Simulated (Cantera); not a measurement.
**Stirred combustor or abatement burner**

A perfectly stirred reactor is fed with 7.08 % CH4, 6.02 % H2, 18.3 % O2, 68.6 % N2, at 1.01 bar; it is adiabatic with a 323 K inlet, and is followed from long to short residence time, starting on the burning branch (τ in s: 0.047, 0.024, 0.012, 0.0059, 0.003, 0.0015, 0.00075, 0.00037, 0.00019, 9.4e-05, 4.7e-05).

Model: GRI-Mech 3.0 (53 species, 325 reactions), integrated in Cantera.

```json
[
 {"τ (s)": "0.047", "T (K)": "2203", "x CH4": "4.90e-6", "x H2": "0.00333", "x O2": "0.0142", "x CH2CO": "8.44e-10", "x C2H2": "8.02e-10"},
 {"τ (s)": "0.024", "T (K)": "2187", "x CH4": "8.21e-6", "x H2": "0.00400", "x O2": "0.0150", "x CH2CO": "1.71e-9", "x C2H2": "1.78e-9"},
 {"τ (s)": "0.012", "T (K)": "2163", "x CH4": "1.35e-5", "x H2": "0.00503", "x O2": "0.0162", "x CH2CO": "3.35e-9", "x C2H2": "3.48e-9"},
 {"τ (s)": "0.0059", "T (K)": "2129", "x CH4": "2.21e-5", "x H2": "0.00646", "x O2": "0.0178", "x CH2CO": "6.27e-9", "x C2H2": "6.23e-9"},
 {"τ (s)": "0.0030", "T (K)": "2087", "x CH4": "3.55e-5", "x H2": "0.00815", "x O2": "0.0196", "x CH2CO": "1.09e-8", "x C2H2": "1.05e-8"},
 {"τ (s)": "0.0015", "T (K)": "2036", "x CH4": "5.87e-5", "x H2": "0.0102", "x O2": "0.0217", "x CH2CO": "1.90e-8", "x C2H2": "1.82e-8"},
 {"τ (s)": "0.00075", "T (K)": "1977", "x CH4": "0.000101", "x H2": "0.0124", "x O2": "0.0242", "x CH2CO": "3.41e-8", "x C2H2": "3.39e-8"},
 {"τ (s)": "0.00037", "T (K)": "1909", "x CH4": "0.000183", "x H2": "0.0146", "x O2": "0.0270", "x CH2CO": "6.74e-8", "x C2H2": "7.17e-8"},
 {"τ (s)": "0.00019", "T (K)": "1838", "x CH4": "0.000346", "x H2": "0.0168", "x O2": "0.0304", "x CH2CO": "1.47e-7", "x C2H2": "1.69e-7"},
 {"τ (s)": "9.4e-5", "T (K)": "1756", "x CH4": "0.000762", "x H2": "0.0192", "x O2": "0.0357", "x CH2CO": "4.31e-7", "x C2H2": "5.33e-7"},
 {"τ (s)": "4.7e-5", "T (K)": "1643", "x CH4": "0.00247", "x H2": "0.0242", "x O2": "0.0480", "x CH2CO": "2.71e-6", "x C2H2": "3.53e-6"}
]
```
x: mole fraction; the columns are a selection and need not sum to one.
